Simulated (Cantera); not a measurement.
Feed: 1 mol PbO, 1.4 mol CO, 6.2 mol C, at 1473.15 K and 0.720 bar.

Equilibrium computed with Cantera from the NASA thermochemical tables; the gas is ideal and each condensed phase is pure. Candidate condensed phases: C, Pb, PbO, PbO2, Pb3O4; 15 gas species. Equilibrium is a limit: real reactors are often held back by kinetics, nucleation or transport.

Base state: CO 0.973, Pb 0.0262, CO2 0.000576 (mole fractions); condensed: C(graphite) + Pb(l).

Q: What changes in the equilibrium state with this change: pressure from 0.720 bar to 2.00 mbar?

A: 
| species | before | after |
|---|---|---|
| CO | 0.973 | 0.706 |
| Pb | 0.0262 | 0.294 |
| CO2 | 0.000576 | 8.42e-7 |
| C(graphite), mol | 5.20 | 5.20 |
| Pb(l), mol | 0.935 | 0 |

Q: What changes in the equilibrium state with this change: pressure from 0.720 bar to 10.0 mbar?

A: 
| species | before | after |
|---|---|---|
| CO | 0.973 | 0.706 |
| Pb | 0.0262 | 0.294 |
| Pb2 | 9.22e-6 | 1.61e-5 |
| CO2 | 0.000576 | 4.21e-6 |
| C(graphite), mol | 5.20 | 5.20 |
| Pb(l), mol | 0.935 | 0 |

Q: What changes in the equilibrium state with this change: pressure from 0.720 bar to 1.33 mbar?

A: 
```json
[
 {"species": "CO", "before": "0.973", "after": "0.706"},
 {"species": "Pb", "before": "0.0262", "after": "0.294"},
 {"species": "CO2", "before": "0.000576", "after": "5.61e-7"},
 {"species": "C(graphite), mol", "before": "5.20", "after": "5.20"},
 {"species": "Pb(l), mol", "before": "0.935", "after": "0"}
]
```
